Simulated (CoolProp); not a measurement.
Vapour-liquid equilibrium of R142b (1) + R113 (2) at 0.628 MPa; x and y are mole fractions of (1).

Computed with CoolProp (multi-fluid Helmholtz-energy mixture model, Lemmon 2006 and Marx 1992; pair parameters Bell 2016).

| x | bubble temperature, mixture model (K) | bubble temperature, Raoult's law (K) | y, mixture model | y, Raoult's law |
|---|---|---|---|---|
| 0.05 | 381.6 | 381.8 | 0.175 | 0.195 |
| 0.15 | 368.4 | 369.3 | 0.430 | 0.460 |
| 0.25 | … | 359.4 | … | 0.627 |
| 0.35 | 349.7 | 351.3 | … | 0.739 |
| 0.45 | … | 344.4 | 0.785 | 0.817 |
| 0.55 | … | 338.6 | 0.842 | 0.873 |
| 0.65 | 332.8 | 333.5 | 0.887 | 0.915 |
| 0.75 | … | 329.1 | … | 0.947 |
| 0.85 | 325.0 | 325.1 | 0.956 | 0.972 |
| 0.95 | 321.6 | 321.6 | 0.986 | 0.992 |

**Question.** Some entries are withheld; supply them.

**Answer.** 
- 0.25, bubble temperature, mixture model (K): 357.9
- 0.25, y, mixture model: 0.596
- 0.35, y, mixture model: 0.707
- 0.45, bubble temperature, mixture model (K): 343.0
- 0.55, bubble temperature, mixture model (K): 337.5
- 0.75, bubble temperature, mixture model (K): 328.7
- 0.75, y, mixture model: 0.924

The largest gap from Raoult's law is -1.6 K in bubble temperature, at x = 0.35. No azeotrope shows between x = 0.05 and 0.95.

The pair parameters rest on a limited set of measurements; away from them the model extrapolates.
